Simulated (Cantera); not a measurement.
Dilute partial oxidation

A perfectly stirred reactor is fed with 0.612 % CH₃OH, 0.603 % O₂, 98.8 % N₂, equivalence ratio 1.5, at 1.48 atm; it is held at 1275 K, and followed from long to short residence time.

Model: GRI-Mech 3.0 (53 species, 325 reactions), integrated in Cantera. GRI-Mech 3.0 was tuned for natural gas; its chemistry of methanol as a main component is partial and can be far from experiment.

| τ (s) | x CH₃OH | x O₂ | x NO | x H₂O | x OH |
|---|---|---|---|---|---|
| 12 | 1.58e-7 | 5.38e-6 | 1.98e-7 | 0.00849 | 5.86e-7 |
| 3.5 | 3.60e-7 | 1.22e-5 | 3.66e-7 | 0.00852 | 9.07e-7 |
| 1.1 | 7.65e-7 | 2.58e-5 | 6.04e-7 | 0.00858 | 1.42e-6 |
| 0.33 | 1.62e-6 | 5.43e-5 | 9.29e-7 | 0.00868 | 2.43e-6 |
| 0.10 | 3.35e-6 | 0.000111 | 1.28e-6 | 0.00881 | 4.46e-6 |
| 0.031 | 6.97e-6 | 0.000226 | 1.57e-6 | 0.00893 | 8.43e-6 |
| 0.0095 | 1.62e-5 | 0.000495 | 1.53e-6 | 0.00889 | 1.56e-5 |
| 0.0029 | 0.00239 | 0.00452 | 2.83e-11 | 0.00266 | 1.25e-6 |
| 0.00089 | 0.00611 | 0.00602 | <1e-12 | 5.47e-6 | 6.48e-9 |
x: mole fraction; the columns are a selection and need not sum to one.
